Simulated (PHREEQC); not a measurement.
0.14 g of hydrous ferric oxide (600 m²/g; 0.2 weak and 0.005 strong sites per Fe, Dzombak-Morel constants, diffuse double layer) in 1 kg of water with 0.05 mol/kgw of an inert sodium salt, at 25 °C; the pH is set by adding NaOH or the inert anion's acid. Oxygen alone is held at its pressure in air (log pO2 = -0.68). The system is closed to CO2. No solid was allowed to form.

Base run: PHREEQC, ion-association model, wateq4f.dat. Each further column changes one thing. The table gives surface charge σ (C/m²).

| pH | base | background salt from 0.05 to 0.005 mol/kgw | oxide from 0.14 to 0.7 g/kgw | 0.00015 mol/kgw NaH2PO4 added |
|---|---|---|---|---|
| 3 | 0.357 | 0.303 | 0.357 | 0.168 |
| 3.75 | 0.317 | 0.212 | 0.317 | 0.125 |
| 4.5 | 0.238 | 0.131 | 0.239 | 0.079 |
| 5.25 | 0.154 | 0.074 | 0.154 | 0.043 |
| 6 | 0.089 | 0.038 | 0.089 | 0.018 |
| 6.75 | 0.045 | 0.017 | 0.045 | 0.000 |
| 7.5 | 0.017 | 0.006 | 0.017 | -0.014 |
| 8.25 | -0.004 | -0.001 | -0.004 | -0.026 |
| 9 | -0.026 | -0.009 | -0.026 | -0.039 |

The oxide is taken as insoluble; below pH 4 it would dissolve. H3PO4, which wateq4f.dat lacks, is added to it with the constant of phreeqc.dat.
